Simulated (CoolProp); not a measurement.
Vapour pressure (bar) of CH2F2 (R32): the reference equation beside estimates from Tc = 78.1 °C, pc = 57.83 bar, ω = 0.277.

Computed with CoolProp (reference Helmholtz-energy equation of state, Tillner-Roth 1997).

```tsv
T (°C)	reference	van der Waals	Redlich-Kwong
-94.15	?	1.826	0.1693
-89.45	?	2.165	0.2384
-84.75	?	2.547	0.3285
-80.05	?	2.974	?
-75.45	0.2542	3.438	0.5854
-70.75	0.3442	3.962	0.7643
-66.05	0.4586	4.538	?
-61.35	?	5.169	1.247
-56.65	0.7801	5.857	1.562
-52.05	0.9928	6.588	?
```

**Question.** Fill in the missing entries.

**Answer.** 
- -94.15, reference: 0.06331
- -89.45, reference: 0.09262
- -84.75, reference: 0.1325
- -80.05, reference: 0.1859
- -80.05, Redlich-Kwong: 0.4437
- -66.05, Redlich-Kwong: 0.9831
- -61.35, reference: 0.6022
- -52.05, Redlich-Kwong: 1.925

Absolute difference from the reference over all 10 rows, mean and median: van der Waals 1351.0 and 1151.8 %, Redlich-Kwong 127.9 and 126.2 %.
